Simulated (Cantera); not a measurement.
## Stirred combustor or abatement burner

A perfectly stirred reactor is fed with C3H8 : O2 : N2 : CO2 = 1 : 5 : 18.8 : 2.2 (molar parts), at 1.01 bar; it is adiabatic with a 700 K inlet, and is followed from long to short residence time, starting on the burning branch (τ in s: 0.35, 0.11, 0.037, 0.012, 0.0039, 0.0013, 0.00042, 0.00014, 4.4e-05).

Model: GRI-Mech 3.0 (53 species, 325 reactions), integrated in Cantera. GRI-Mech 3.0 was tuned for natural gas; its chemistry of propane as a main component is partial and can be far from experiment.

| τ (s) | T (K) | x C3H8 | x O2 | x CO2 | x CH2CO | x H2O |
|---|---|---|---|---|---|---|
| 0.35 | 2304 | 3.97e-8 | 0.00978 | 0.162 | 4.00e-8 | 0.135 |
| 0.11 | 2294 | 1.23e-7 | 0.0107 | 0.161 | 1.25e-7 | 0.135 |
| 0.037 | 2272 | 3.44e-7 | 0.0123 | 0.158 | 3.58e-7 | 0.134 |
| 0.012 | 2226 | 9.52e-7 | 0.0151 | 0.152 | 1.03e-6 | 0.132 |
| 0.0039 | 2158 | 2.49e-6 | 0.0187 | 0.145 | 2.78e-6 | 0.128 |
| 0.0013 | 2080 | 6.31e-6 | 0.0226 | 0.138 | 6.91e-6 | 0.125 |
| 0.00042 | 1997 | 1.73e-5 | 0.0269 | 0.130 | 1.75e-5 | 0.121 |
| 0.00014 | 1915 | 5.30e-5 | 0.0324 | 0.121 | 4.90e-5 | 0.118 |
| 4.4e-5 | 700 | 0.0370 | 0.185 | 0.0815 | <1e-12 | <1e-12 |
x: mole fraction; the columns are a selection and need not sum to one.
